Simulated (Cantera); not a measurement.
# Gas activation for diamond growth

An isothermal, constant-pressure homogeneous reactor starts with CH₄ : H₂ : CO₂ = 0.013 : 1 : 0.029 (molar parts), at 2775 K and 49.5 Torr.

Cantera simulation using GRI-Mech 3.0 (53 species, 325 reactions); the numbers are that mechanism's predictions, not measurements.

| t (s) | x CH₄ | x H₂ | x CO₂ | x H | x O | x CH₂ | x O₂ |
|---|---|---|---|---|---|---|---|
| 7.00e-6 | 0.0119 | 0.958 | 0.0277 | 0.00182 | 2.87e-8 | 2.06e-6 | 1.42e-11 |
| 2.69e-5 | 0.0108 | 0.952 | 0.0266 | 0.00717 | 1.09e-7 | 1.97e-5 | 3.36e-10 |
| 0.000104 | 0.00769 | 0.925 | 0.0154 | 0.0242 | 1.91e-6 | 0.000134 | 8.98e-9 |
| 0.000399 | 0.00173 | 0.889 | 0.000193 | 0.0501 | 1.33e-5 | 0.000146 | 1.44e-7 |
| 0.00154 | 0.000278 | 0.873 | 0.000106 | 0.0714 | 2.25e-5 | 5.41e-5 | 2.03e-7 |
| 0.00592 | 6.66e-6 | 0.840 | 8.72e-5 | 0.109 | 3.96e-5 | 3.21e-6 | 2.59e-7 |
| 0.0228 | 2.00e-11 | 0.759 | 8.42e-5 | 0.192 | 0.000138 | 3.79e-11 | 9.07e-7 |
| 0.0877 | 5.89e-12 | 0.707 | 8.24e-5 | 0.245 | 0.000243 | 2.09e-11 | 1.62e-6 |
| 0.337 | 5.73e-12 | 0.706 | 8.23e-5 | 0.247 | 0.000246 | 2.06e-11 | 1.64e-6 |
| 1.30 | 5.73e-12 | 0.706 | 8.23e-5 | 0.247 | 0.000246 | 2.06e-11 | 1.64e-6 |
| 5.00 | 5.73e-12 | 0.706 | 8.23e-5 | 0.247 | 0.000246 | 2.06e-11 | 1.64e-6 |
x: mole fraction; the columns are a selection and need not sum to one.

Equilibrium at this temperature and pressure: CH₄ 5.94e-12, H₂ 0.706, CO₂ 8.23e-5, H 0.247, O 0.000246, CH₂ 2.12e-11, O₂ 1.64e-6 (gas phase only).
